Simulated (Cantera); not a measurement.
Gas mixture: 63.2 % N2O, 36.8 % N2, at 5.00 bar, frozen composition.

Cantera's kinetic-theory transport with the Lennard-Jones parameters of GRI-Mech 3.0, ideal gas; thermal conductivity in the multicomponent form. The composition is frozen, though it would react at the higher temperatures.

D: mixture-averaged diffusion coefficient of that species in the mixture.

```json
[
 {"T (K)": "400", "ρ (kg/m³)": "5.73", "cp (J/kg/K)": "990.9", "μ (µPa s)": "20.4", "λ (mW/m/K)": "27.8", "Pr": "0.726", "D (cm²/s) H2": "0.231", "D (cm²/s) CH3": "0.0645", "D (cm²/s) OH": "…"},
 {"T (K)": "600", "ρ (kg/m³)": "3.82", "cp (J/kg/K)": "1094", "μ (µPa s)": "28.1", "λ (mW/m/K)": "42.1", "Pr": "0.731", "D (cm²/s) H2": "0.460", "D (cm²/s) CH3": "0.132", "D (cm²/s) OH": "…"},
 {"T (K)": "800", "ρ (kg/m³)": "2.87", "cp (J/kg/K)": "1172", "μ (µPa s)": "34.7", "λ (mW/m/K)": "55.6", "Pr": "0.732", "D (cm²/s) H2": "0.744", "D (cm²/s) CH3": "0.217", "D (cm²/s) OH": "…"},
 {"T (K)": "1000", "ρ (kg/m³)": "2.29", "cp (J/kg/K)": "1232", "μ (µPa s)": "40.6", "λ (mW/m/K)": "68.4", "Pr": "0.732", "D (cm²/s) H2": "1.08", "D (cm²/s) CH3": "0.317", "D (cm²/s) OH": "…"},
 {"T (K)": "1200", "ρ (kg/m³)": "1.91", "cp (J/kg/K)": "1270", "μ (µPa s)": "46.0", "λ (mW/m/K)": "80.0", "Pr": "0.731", "D (cm²/s) H2": "1.46", "D (cm²/s) CH3": "0.431", "D (cm²/s) OH": "…"},
 {"T (K)": "1400", "ρ (kg/m³)": "1.64", "cp (J/kg/K)": "1301", "μ (µPa s)": "51.1", "λ (mW/m/K)": "91.0", "Pr": "0.730", "D (cm²/s) H2": "1.89", "D (cm²/s) CH3": "0.558", "D (cm²/s) OH": "…"},
 {"T (K)": "1600", "ρ (kg/m³)": "1.43", "cp (J/kg/K)": "1326", "μ (µPa s)": "55.8", "λ (mW/m/K)": "101", "Pr": "0.730", "D (cm²/s) H2": "2.35", "D (cm²/s) CH3": "0.697", "D (cm²/s) OH": "…"},
 {"T (K)": "1800", "ρ (kg/m³)": "1.27", "cp (J/kg/K)": "1346", "μ (µPa s)": "60.3", "λ (mW/m/K)": "111", "Pr": "0.729", "D (cm²/s) H2": "2.86", "D (cm²/s) CH3": "0.849", "D (cm²/s) OH": "…"}
]
```

Problem. Complete the blanks.

Solution. 
- 400, D (cm²/s) OH: 0.0904
- 600, D (cm²/s) OH: 0.182
- 800, D (cm²/s) OH: 0.297
- 1000, D (cm²/s) OH: 0.432
- 1200, D (cm²/s) OH: 0.586
- 1400, D (cm²/s) OH: 0.757
- 1600, D (cm²/s) OH: 0.945
- 1800, D (cm²/s) OH: 1.15
